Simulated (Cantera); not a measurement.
**TEOS + NO (silicon oxide and oxynitride deposition)**

Feed: 1 mol TEOS, 0.25 mol NO, held at 7.50 Torr.

Method: chemical equilibrium by Gibbs-energy minimisation in Cantera with the NASA 1993 tables (ideal gas, pure condensed phases). Candidate condensed phases: C, C₆H₆, C₇H₈, C₈H₁₈, H₂O, Si, SiC, SiO₂, Si₂N₂O, Si₃N₄; 151 gas species. The feed counts by its element totals alone. Mutual solubility and eutectic melting of coexisting phases are not modelled. The tables hold silica as quartz up to 1696 K and as liquid above; real silica turns to tridymite and cristobalite and melts near 1996 K. The numbers say what is thermodynamically allowed, not how fast it happens.

From 675 °C to 975 °C the condensed part is C(graphite) + SiO₂(β-quartz). From 1025 °C to 1075 °C the condensed part is C(graphite) + SiO₂(β-quartz) + Si₂N₂O(s). At 1125 °C the condensed part is C(graphite) + SiC(s) + Si₂N₂O(s).

```
T (°C)   x H₂   x CO     x N₂     x H₂O     x CH₄     x CO₂  n C(graphite)  n SiO₂(β-quartz)  n Si₂N₂O(s)  n SiC(s)
------  -----  -----  -------  --------  --------  --------  -------------  ----------------  -----------  --------
675     0.807  0.180   0.0101   0.00141   0.00112  0.000566           5.76              1.00            0         0
725     0.807  0.181   0.0101  0.000597  0.000636  0.000194           5.75              1.00            0         0
775     0.808  0.182   0.0101  0.000274  0.000381   7.31e-5           5.75              1.00            0         0
825     0.808  0.182   0.0101  0.000135  0.000238   3.01e-5           5.75              1.00            0         0
875     0.808  0.182   0.0101   7.06e-5  0.000155   1.34e-5           5.75              1.00            0         0
925     0.808  0.182   0.0101   3.90e-5  0.000105   6.42e-6           5.75             1.000            0         0
975     0.808  0.182   0.0101   2.26e-5   7.28e-5   3.26e-6           5.75             1.000            0         0
1025    0.801  0.193  0.00568   1.44e-5   5.11e-5   1.98e-6           5.59             0.892       0.0541         0
1075    0.794  0.205  0.00111   9.50e-6   3.67e-5   1.25e-6           5.42             0.777        0.111         0
1125    0.705  0.292  0.00192   7.81e-6   2.17e-5   1.50e-6           3.05                 0       0.0977     0.800
```
x: gas mole fraction; n: condensed amount in mol.
